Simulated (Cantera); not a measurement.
Charge: 1 mol SiC, 0.018 mol O₂, a varied amount of H₂, equilibrated at 998 K and 3.60 bar.

Equilibrium computed with Cantera from the NASA thermochemical tables; the gas is ideal and each condensed phase is pure. Candidate condensed phases: C, C₆H₆, C₇H₈, C₈H₁₈, H₂O, Si, SiC, SiO₂; 123 gas species. Equilibrium is a limit: real reactors are often held back by kinetics, nucleation or transport.

log p: log10 of the partial pressure in bar; n: condensed amount in mol.

```csv
n(H₂) (mol),log p H₂,log p CH₄,log p SiH₄,log p H₂O,log p H,n SiC(s),n SiO₂(β-quartz),n Si(s)
36,0.56,-2.74,-5.85,-8.19,-8.39,0.982,0.0180,0
110,0.56,-3.23,-5.36,-8.43,-8.39,0.982,0.0180,0
190,0.56,-3.32,-5.28,-8.48,-8.39,0.974,0.0180,___
260,0.56,-3.32,-5.28,-8.48,-8.39,0.965,0.0180,___
340,0.56,-3.32,-5.28,-8.48,-8.39,0.954,0.0180,___
420,0.56,-3.32,-5.28,-8.48,-8.39,0.944,0.0180,___
490,0.56,-3.32,-5.28,-8.48,-8.39,0.934,0.0180,___
570,0.56,-3.32,-5.28,-8.48,-8.39,0.923,0.0180,___
```

Question: Fill in the missing entries.

Answer: 
- 190, n Si(s): 0.00727
- 260, n Si(s): 0.0166
- 340, n Si(s): 0.0272
- 420, n Si(s): 0.0379
- 490, n Si(s): 0.0472
- 570, n Si(s): 0.0578
